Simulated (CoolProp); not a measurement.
Vapour pressure (kPa) of R114: the reference equation beside estimates from Tc = 420.6 K, pc = 3352 kPa, ω = 0.252. Clausius-Clapeyron is anchored at 330 K with a constant enthalpy of vaporisation of 19.53 kJ/mol.

Model: reference Helmholtz-energy equation of state, Platzer 1990, in CoolProp. This equation is an older, rougher fit; its heat capacities, sound speeds and derivatives of the liquid may be far off and weren't checked against measurements.

```tsv
T (K)	reference	Clausius-Clapeyron	Redlich-Kwong	Soave-Redlich-Kwong
326.1	483.4	491.3	656.9	483.2
330	535.0	535.0	716.7	535.5
333.8	589.2	580.2	778.6	590.5
337.7	648.9	629.3	845.8	651.2
341.6	713.0	681.3	917.0	716.4
345.4	779.9	734.9	990.1	784.5
349.3	853.3	792.8	1069	859.2
353.2	931.7	854.0	1153	939.0
357	1013	916.6	1238	1022
360.9	1102	984.2	1330	1113
364.8	1197	1055	1426	1209
```

Absolute difference from the reference over all 11 rows, mean and median: Clausius-Clapeyron 5.8 and 5.8 %, Redlich-Kwong 27.2 and 27.0 %, Soave-Redlich-Kwong 0.6 and 0.6 %.
